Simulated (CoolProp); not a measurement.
Vapour-liquid equilibrium of isopentane (1) + toluene (2) at 398.5 K; x and y are mole fractions of (1).

Values from CoolProp's multi-fluid Helmholtz-energy mixture model, Lemmon 2006 and Lemmon 2006; pair parameters Bell 2016.

| x | bubble pressure (MPa) | y at the bubble point | dew pressure at overall composition x (MPa) | liquid density (mol/L) |
|---|---|---|---|---|
| 0.05 | 0.2104 | 0.301 | 0.1587 | 8.240 |
| 0.15 | 0.3310 | 0.585 | 0.1759 | 8.135 |
| 0.25 | 0.4499 | 0.718 | 0.1973 | 8.021 |
| 0.35 | 0.5627 | 0.793 | 0.2244 | 7.896 |
| 0.45 | 0.6677 | 0.843 | 0.2601 | 7.761 |
| 0.55 | 0.7651 | 0.878 | 0.3091 | 7.614 |
| 0.65 | 0.8575 | 0.907 | 0.3803 | 7.455 |
| 0.75 | 0.9487 | 0.932 | 0.4923 | 7.283 |
| 0.85 | 1.043 | 0.957 | 0.6864 | 7.097 |
| 0.95 | 1.147 | 0.985 | 1.015 | 6.897 |

No azeotrope shows between x = 0.05 and 0.95.

Pair parameters are fitted to limited data, so mixtures are less certain than the pure fluids.
